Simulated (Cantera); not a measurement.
A closed system holds: 1 mol Si, 1.2 mol HBr, 0.57 mol H₂, equilibrated at 777 °C and 0.0133 bar.

Cantera equilibrium calculation (NASA polynomials, part measured and part estimated; ideal gas, pure solids and liquids). Candidate condensed phases: Br₂, Si; 19 gas species. The tables' values for SiBr₃ are old estimates; treat these amounts as uncertain. The numbers say what is thermodynamically allowed, not how fast it happens.

Base state: H₂ 0.723, SiBr₄ 0.159, HBr 0.0923, SiBr₂ 0.0144, SiHBr₃ 0.00759, SiBr₃ 0.00366, SiH₂Br₂ 0.000171 (mole fractions); condensed: Si(s).

### Question
What changes in the equilibrium state with this change: temperature from 777 °C to 1277 °C?

### Answer
```csv
species,before,after
H₂,0.723,0.551
SiBr₂,0.0144,0.220
HBr,0.0923,0.218
SiBr₄,0.159,0.000687
SiBr,2.83e-9,0.000159
H,5.97e-8,0.000203
Br,8.65e-6,0.00669
SiHBr₃,0.00759,0.000135
SiH₂Br₂,0.000171,1.27e-5
"Si(s), mol",0.720,0.603
```
The tables' values for SiBr₃, SiBr are old estimates; treat these amounts as uncertain.
